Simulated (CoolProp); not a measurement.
Vapour-liquid equilibrium of propylene (1) + n-hexane (2) at 325.7 K; x and y are mole fractions of (1).

Computed with CoolProp (multi-fluid Helmholtz-energy mixture model, Lemmon 2013 and Thol 2019; pair parameters Bell 2016).

```tsv
x	bubble pressure, mixture model (kPa)	bubble pressure, Raoult's law (kPa)	y, mixture model	y, Raoult's law
0.05	180.1	164.6	0.671	0.658
0.2	464.1	480.9	0.876	0.902
0.35	708.6	797.3	0.924	0.952
0.5	967.5	1114	0.950	0.973
0.65	1266	1430	0.969	0.986
0.8	1613	1746	0.983	0.993
0.95	2015	2062	0.996	0.999
```

The largest gap from Raoult's law is -13.2 % in bubble pressure, at x = 0.5. No azeotrope shows between x = 0.05 and 0.95.

Pair parameters are fitted to limited data, so mixtures are less certain than the pure fluids. The gap from Raoult's law changes sign with composition, which may be real or a fault of the pair parameters; it wasn't checked against measurements.
